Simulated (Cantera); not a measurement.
## Premixed flame

A freely propagating, adiabatic, planar premixed flame of 23.2 % H₂, 20.8 % O₂, 56.0 % N₂, unburnt at 575 K and 0.132 atm; mixture-averaged transport, grid criteria slope 0.08 and curve 0.16, no radiation.

Detailed kinetics in Cantera: the H2/O2 subset of GRI-Mech 3.0, which has no nitrogen chemistry. Burning velocities carry a grid error of a few per cent, more on coarse grids. Lean hydrogen flames are cellular in practice and burn faster than this planar one.

| z (mm) | T (K) | u (m/s) | x H₂ | x O₂ | x H | x H₂O₂ | x HO₂ | x O |
|---|---|---|---|---|---|---|---|---|
| -16.5 | 575 | 4.91 | 0.232 | 0.208 | <1e-8 | <1e-8 | <1e-8 | <1e-8 |
| -11.0 | 575 | 4.91 | 0.232 | 0.208 | <1e-8 | <1e-8 | <1e-8 | <1e-8 |
| -8.23 | 575 | 4.91 | 0.232 | 0.208 | <1e-8 | <1e-8 | <1e-8 | <1e-8 |
| -5.49 | 575 | 4.91 | 0.232 | 0.208 | 1.49e-7 | <1e-8 | 5.80e-7 | <1e-8 |
| -2.74 | 585 | 4.99 | 0.230 | 0.208 | 0.000282 | 1.21e-6 | 7.33e-5 | 1.00e-5 |
| -1.37 | 725 | 6.08 | 0.204 | 0.205 | 0.00699 | 1.73e-6 | 4.82e-5 | 0.000327 |
| 0 | 1093 | 8.89 | 0.0927 | 0.164 | 0.0426 | 1.33e-6 | 2.39e-5 | 0.00891 |
| 1.37 | 1361 | 10.9 | 0.0256 | 0.114 | 0.0526 | 1.32e-6 | 1.39e-5 | 0.0215 |
| 2.74 | 1486 | 11.9 | 0.0204 | 0.107 | 0.0442 | 8.85e-7 | 1.08e-5 | 0.0228 |
| 5.49 | 1627 | 12.9 | 0.0192 | 0.103 | 0.0328 | 4.81e-7 | 8.34e-6 | 0.0211 |
| 11.0 | 1775 | 13.9 | 0.0168 | 0.101 | 0.0220 | 2.46e-7 | 6.14e-6 | 0.0178 |
| 21.9 | 1916 | 14.9 | 0.0133 | 0.0999 | 0.0129 | 1.36e-7 | 4.28e-6 | 0.0135 |
| 43.9 | 2040 | 15.7 | 0.00915 | 0.0996 | 0.00641 | 8.63e-8 | 2.98e-6 | 0.00898 |
x: mole fraction of selected species; z is measured from the peak of heat release.

The laminar burning velocity is 491 cm/s. The thermal thickness comes out as 5.49 mm and the peak x(H) is 0.0540. The peak x(H₂O₂) is 2.12e-6, the peak x(HO₂) comes out as 7.38e-5 and the peak x(O) is 0.0229.
